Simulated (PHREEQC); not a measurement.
Model water analysis in mg/L, 25 °C, pH 6.03, pe 11.2:

| constituent | mg/L |
|---|---|
| Na | 0.0963 |
| K | 0.0274 |
| Ca | 0.217 |
| Mg | 0.018 |
| Cl | 0.207 |
| S(6) as SO4 | 0.176 |
| Alkalinity as HCO3 | 0.46 |
| Si as SiO2 | 0.00831 |
| B | 0.0038 |
| F | 0.00227 |

Valence states are taken as typed.

Computed with PHREEQC (ion-association model, phreeqc.dat).

Each row changes one thing in this solution. Precipitation was switched off in this run.

```
case                                               CO2 (mol/kgw)  HCO3- (mol/kgw)  CaSO4 (mol/kgw)  CaHCO3+ (mol/kgw)  CO3-2 (mol/kgw)  MgSO4 (mol/kgw)  SI of Quartz (SiO2)
-------------------------------------------------  -------------  ---------------  ---------------  -----------------  ---------------  ---------------  -------------------
as made                                                  1.77e-5          8.46e-6          1.68e-9           5.71e-10         4.33e-10         3.03e-10                -2.88
all concentrations times 2 at the same typed pH          3.33e-5          1.60e-5          6.58e-9            2.14e-9         8.24e-10          1.19e-9                -2.58
temperature from 25 to 60 °C at the same typed pH        1.52e-5          8.37e-6          2.11e-9           7.48e-10         6.57e-10         6.75e-10                -3.34
Cl from 0.207 to 0.621 mg/L                              1.76e-5          8.47e-6          1.67e-9           5.69e-10         4.34e-10         3.01e-10                -2.88
pH from 6.03 to 5.73 at the same alkalinity              3.91e-5          9.41e-6          1.68e-9           6.34e-10         2.41e-10         3.02e-10                -2.88
```

Complexes and solids missing from the database can't appear. At this temperature some constants are extrapolated from 25 °C, and those without enthalpy data are left unchanged. SiF6-2 is the database's only silicon fluoride. Real BF4- forms and hydrolyses slowly; the run takes it at equilibrium.
